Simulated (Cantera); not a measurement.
A closed system holds: 1 mol Si2Cl6, 2.4 mol NH3, 2.3 mol H2, at 1175 K and 12.0 mbar.

Cantera equilibrium calculation (NASA polynomials, part measured and part estimated; ideal gas, pure solids and liquids). The feed counts by its element totals alone. The tables' values for SiCl3 are old estimates; treat these amounts as uncertain. Equilibrium is a limit: real reactors are often held back by kinetics, nucleation or transport.

```json
[
 {"species": "H2", "before": "0.470", "after": "0.945"},
 {"species": "HCl", "before": "0.432", "after": "0.0526"},
 {"species": "SiCl2", "before": "0.000989", "after": "0.00103"},
 {"species": "SiCl4", "before": "0.0629", "after": "0.000484"},
 {"species": "N2", "before": "0.0299", "after": "1.77e-5"},
 {"species": "SiCl3", "before": "0.00252", "after": "0.000226"},
 {"species": "SiHCl3", "before": "0.00161", "after": "0.000205"},
 {"species": "SiH2Cl2", "before": "5.30e-6", "after": "1.11e-5"},
 {"species": "Si3N4(s), mol", "before": "0.472", "after": "0.599"}
]
```
Gas species are given as mole fractions.

Task: Name the change that produced these shifts.
A. pressure from 12.0 mbar to 65.0 Pa
B. NH3 from 2.4 to 1.5 mol
C. temperature from 1175 K to 1648 K
D. H2 from 2.3 to 97 mol

Result: D, H2 from 2.3 to 97 mol
